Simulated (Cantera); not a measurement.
Charge: 1 mol HBr, 4.4 mol O2, 0.83 mol N2, at 10.0 mbar.

Equilibrium computed with Cantera from the NASA thermochemical tables; the gas is ideal and each condensed phase is pure. Candidate condensed phases: Br2, H2O; 27 gas species. Equilibrium is a limit: real reactors are often held back by kinetics, nucleation or transport.

Problem. At 2727 °C, list the 7 most abundant gas species with their mole fractions, and the condensed phases.

Solution. O 0.501, O2 0.196, Br 0.106, N2 0.0807, H 0.0731, OH 0.0240, NO 0.0148. Condensed: gas only.
